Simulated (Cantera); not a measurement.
Input (Python, Cantera) and output of one run.

```python
import numpy as np
import cantera as ct

gas_names = """
    F F2 N NF NF2 NF3 N2 Si SiF SiF2 SiF3 SiF4 SiN Si2 Si2N Si3
""".split()
cond_names = """
    Si(cr) Si(L) Si3N4(a)
""".split()


# ... load() reads the species with a 1 bar reference pressure and builds the phases ...
atoms = {
    'Si': {'Si': 1},
    'NF3': {'N': 1, 'F': 3},
}
top_T = {'Si3N4(a)': 2400}  # K; cautious upper limits of use, not melting points


# ... equilibrate(T, P, feed) seeds the gas with the atoms and calls Mixture.equilibrate('TP', solver="vcs", rtol=1e-11, max_steps=5000) ...
results = []
feed = {'Si': 1, 'NF3': 1.5}  # mol
P = 1100  # Pa
for T in [525, 600, 675, 750, 825, 900, 975]:
    mix = equilibrate(T, P, feed)
    results.append((T, P, feed, dict(zip(mix.species_names, mix.species_moles))))
    x = sorted(zip(gas.X, gas.species_names), reverse=True)
    print(f"T = {T:g} K  P = {P:g} Pa  gas = {mix.phase_moles(0):.4g} mol")
    print("   x: " + "  ".join(f"{s} {v:.3e}" for v, s in x if v > 1e-06))
    print("   condensed (mol): " + ("  ".join(f"{mix.phase(i).name} {mix.phase_moles(i):.4g}"
          for i in range(1, mix.n_phases) if mix.phase_moles(i) > 1e-12) or "none"))
```

It prints:

```
T = 525 K  P = 1100 Pa  gas = 1.834 mol
   x: SiF4 5.452e-01  N2 3.637e-01  NF3 9.035e-02  F2 7.677e-04  F 3.662e-06
   condensed (mol): none
T = 600 K  P = 1100 Pa  gas = 1.845 mol
   x: SiF4 5.421e-01  N2 3.644e-01  NF3 8.424e-02  F2 9.095e-03  F 1.278e-04
   condensed (mol): none
T = 675 K  P = 1100 Pa  gas = 1.897 mol
   x: SiF4 5.271e-01  N2 3.678e-01  NF3 5.509e-02  F2 4.824e-02  F 1.797e-03
   condensed (mol): none
T = 750 K  P = 1100 Pa  gas = 1.98 mol
   x: SiF4 5.050e-01  N2 3.710e-01  F2 9.770e-02  NF3 1.539e-02  F 1.092e-02
   condensed (mol): none
T = 825 K  P = 1100 Pa  gas = 2.032 mol
   x: SiF4 4.921e-01  N2 3.678e-01  F2 1.011e-01  F 3.660e-02  NF3 2.399e-03
   condensed (mol): none
T = 900 K  P = 1100 Pa  gas = 2.089 mol
   x: SiF4 4.787e-01  N2 3.588e-01  F 8.601e-02  F2 7.618e-02  NF3 3.187e-04
   condensed (mol): none
T = 975 K  P = 1100 Pa  gas = 2.16 mol
   x: SiF4 4.630e-01  N2 3.472e-01  F 1.481e-01  F2 4.165e-02  NF3 3.345e-05
   condensed (mol): none
```

Cantera equilibrium calculation (NASA polynomials, part measured and part estimated; ideal gas, pure solids and liquids).
